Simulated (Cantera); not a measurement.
Feed: 1 mol FeS, a varied amount of H2, 65 mol N2, held at 1475 °C and 4500 Torr.

These are equilibrium values from Cantera (NASA tables, ideal gas, pure condensed phases), not measurements of a reactor. Candidate condensed phases: Fe, FeS, FeS2, S; 16 gas species. Metal and sulfide melt together well below either melting point, which pure phases cannot show. Mutual solubility and eutectic melting of coexisting phases are not modelled. FeS: taken at fixed stoichiometry. Equilibrium is a limit: real reactors are often held back by kinetics, nucleation or transport.

**Question.** Which condensed phases are stable at each of these points (n(H2) (mol)): 8, 13, 22, 36, 59, 97, 160?

**Answer.** 
| n(H2) (mol) | condensed phases | Fe condensed (%) |
|---|---|---|
| 8 | Fe(δ) + FeS(l) | 100.0 |
| 13 | Fe(δ) + FeS(l) | 100.0 |
| 22 | Fe(δ) + FeS(l) | 100.0 |
| 36 | Fe(δ) + FeS(l) | 100.0 |
| 59 | Fe(δ) | 100.0 |
| 97 | Fe(δ) | 100.0 |
| 160 | Fe(δ) | 99.9 |

From 8 mol H2 to 36 mol H2 the condensed part is Fe(δ) + FeS(l). From 59 mol H2 to 160 mol H2 the condensed part is Fe(δ).
